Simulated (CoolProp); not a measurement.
A single-stage vapour-compression cycle with the fluid: evaporating at 321.15 K (dew point), condensing at 391.15 K (bubble point), superheat 10 K, subcooling 0 K, compressor efficiency 0.9, no pressure losses. The same conditions are run with several fluids, on thermodynamics alone (safety and materials aside).

Model: reference Helmholtz-energy equation of state of each fluid (R1233zd(E): Akasaka 2022; R123: Younglove 1994; n-hexane: Thol 2019; n-butane: Bücker 2006; R1224YDZ: Akasaka 2023; isohexane: Lemmon 2006), in CoolProp.

| fluid | cooling COP | pressure ratio | discharge temperature (K) | refrigerating effect (kJ/kg) | volumetric capacity (kJ/m³) |
|---|---|---|---|---|---|
| R1233zd(E) | 2.57 | 5.48 | 394.3 | 93.1 | 1320 |
| R123 | 2.76 | 5.77 | 393.3 | 91.0 | 1080 |
| n-hexane | 2.72 | 7.59 | 391.1 | 190 | 307 |
| n-butane | 2.25 | 4.54 | 391.8 | 153 | 1700 |
| R1224YDZ | 2.29 | 5.38 | 391.1 | 69.3 | 1280 |
| isohexane | 2.62 | 6.96 | 391.1 | 172 | 376 |

The compression ends wet for: n-hexane; R1224YDZ; isohexane.
